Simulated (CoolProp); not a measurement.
R22 at several states: Z from the reference equation and from simpler models built on Tc = 96.1 °C, pc = 4990 kPa, ω = 0.221; each cubic takes its own stable root.

Computed with CoolProp (reference Helmholtz-energy equation of state, Kamei 1995).

```json
[
 {"T (°C)": "-103.05", "p (kPa)": "78.6", "phase": "liquid", "reference": "[?]", "van der Waals": "0.005106", "Redlich-Kwong": "[?]", "Soave-Redlich-Kwong": "[?]", "Peng-Robinson": "[?]"},
 {"T (°C)": "54.65", "p (kPa)": "25.6", "phase": "gas", "reference": "0.9974", "van der Waals": "0.9980", "Redlich-Kwong": "0.9975", "Soave-Redlich-Kwong": "0.9974", "Peng-Robinson": "0.9972"},
 {"T (°C)": "-122.15", "p (kPa)": "35.2", "phase": "liquid", "reference": "0.001488", "van der Waals": "0.002510", "Redlich-Kwong": "0.001685", "Soave-Redlich-Kwong": "[?]", "Peng-Robinson": "0.001488"}
]
```

Q: Fill in the missing entries.

A: 
- -103.05, reference: 0.003043
- -103.05, Redlich-Kwong: 0.003432
- -103.05, Soave-Redlich-Kwong: 0.003387
- -103.05, Peng-Robinson: 0.003014
- -122.15, Soave-Redlich-Kwong: 0.001669
